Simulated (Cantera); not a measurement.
## BN + H2O (nitride etching)

Charge: 1 mol BN, 0.46 mol H2O, at 17000 Pa.

Method: chemical equilibrium by Gibbs-energy minimisation in Cantera with the NASA 1993 tables (ideal gas, pure condensed phases). Candidate condensed phases: B, BN, B2O3, B3O3H3, H2O; 39 gas species. Mutual solubility and eutectic melting of coexisting phases are not modelled. Gases not in the tables: H3BO3. Rates play no part.

| T (K) | x H2 | x N2 | x B2O3 | x HBO | x HBO2 | x B2O2 | x H2O | n BN(s) | n B2O3(l) |
|---|---|---|---|---|---|---|---|---|---|
| 1248 | 0.748 | 0.249 | 2.44e-7 | 5.06e-6 | 0.000185 | 5.81e-10 | 0.00228 | 0.694 | 0.153 |
| 1298 | 0.748 | 0.249 | 1.04e-6 | 1.48e-5 | 0.000344 | 4.11e-9 | 0.00222 | 0.694 | 0.153 |
| 1348 | 0.748 | 0.249 | 3.93e-6 | 3.98e-5 | 0.000606 | 2.50e-8 | 0.00217 | 0.694 | 0.153 |
| 1398 | 0.748 | 0.249 | 1.35e-5 | 9.97e-5 | 0.00102 | 1.33e-7 | 0.00212 | 0.694 | 0.152 |
| 1448 | 0.747 | 0.249 | 4.23e-5 | 0.000234 | 0.00166 | 6.30e-7 | 0.00207 | 0.694 | 0.152 |
| 1498 | 0.746 | 0.249 | 0.000122 | 0.000516 | 0.00260 | 2.68e-6 | 0.00203 | 0.695 | 0.152 |
| 1548 | 0.744 | 0.248 | 0.000330 | 0.00108 | 0.00394 | 1.03e-5 | 0.00198 | 0.695 | 0.151 |
| 1598 | 0.741 | 0.248 | 0.000832 | 0.00216 | 0.00581 | 3.65e-5 | 0.00193 | 0.695 | 0.150 |
| 1648 | 0.736 | 0.247 | 0.00198 | 0.00412 | 0.00832 | 0.000119 | 0.00187 | 0.695 | 0.147 |
| 1698 | 0.728 | 0.245 | 0.00446 | 0.00754 | 0.0116 | 0.000363 | 0.00181 | 0.695 | 0.144 |
| 1748 | 0.715 | 0.243 | 0.00956 | 0.0133 | 0.0158 | 0.00104 | 0.00174 | 0.694 | 0.137 |
| 1798 | 0.692 | 0.239 | 0.0196 | 0.0225 | 0.0210 | 0.00279 | 0.00164 | 0.692 | 0.125 |
| 1848 | 0.654 | 0.233 | 0.0386 | 0.0365 | 0.0269 | 0.00712 | 0.00151 | 0.688 | 0.104 |
| 1898 | 0.592 | 0.223 | 0.0731 | 0.0567 | 0.0331 | 0.0174 | 0.00132 | 0.679 | 0.0620 |
x: gas mole fraction; n: condensed amount in mol.

From 1248 K to 1898 K the condensed part is BN(s) + B2O3(l).
